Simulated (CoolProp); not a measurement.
A simple Rankine cycle with R245fa: condensing at 331.15 K, boiler at 1.85 MPa, turbine inlet 406.1 K, turbine efficiency 0.65, pump efficiency 0.7, no recuperator. Each further row changes one setting.

Computed with CoolProp (reference Helmholtz-energy equation of state, Akasaka 2015).

```json
[
 {"case": "as stated", "thermal efficiency (%)": "7.6", "net work (kJ/kg)": "17.1", "heat in (kJ/kg)": "227", "turbine exit temperature (K)": "369.0", "volume ratio over the turbine": "4.81"},
 {"case": "turbine inlet 426.1 K", "thermal efficiency (%)": "___", "net work (kJ/kg)": "19.0", "heat in (kJ/kg)": "253", "turbine exit temperature (K)": "391.9", "volume ratio over the turbine": "4.60"},
 {"case": "condensing temperature 323.15 K", "thermal efficiency (%)": "8.5", "net work (kJ/kg)": "20.2", "heat in (kJ/kg)": "238", "turbine exit temperature (K)": "___", "volume ratio over the turbine": "___"},
 {"case": "boiler pressure 1.29 MPa", "thermal efficiency (%)": "6.0", "net work (kJ/kg)": "14.2", "heat in (kJ/kg)": "237", "turbine exit temperature (K)": "___", "volume ratio over the turbine": "3.11"},
 {"case": "turbine efficiency 0.55", "thermal efficiency (%)": "6.3", "net work (kJ/kg)": "14.2", "heat in (kJ/kg)": "227", "turbine exit temperature (K)": "___", "volume ratio over the turbine": "4.86"}
]
```

### Question
Some entries are withheld; supply them.

### Answer

- turbine inlet 426.1 K, thermal efficiency (%): 7.5
- condensing temperature 323.15 K, turbine exit temperature (K): 364.5
- condensing temperature 323.15 K, volume ratio over the turbine: 6.12
- boiler pressure 1.29 MPa, turbine exit temperature (K): 381.6
- turbine efficiency 0.55, turbine exit temperature (K): 371.7
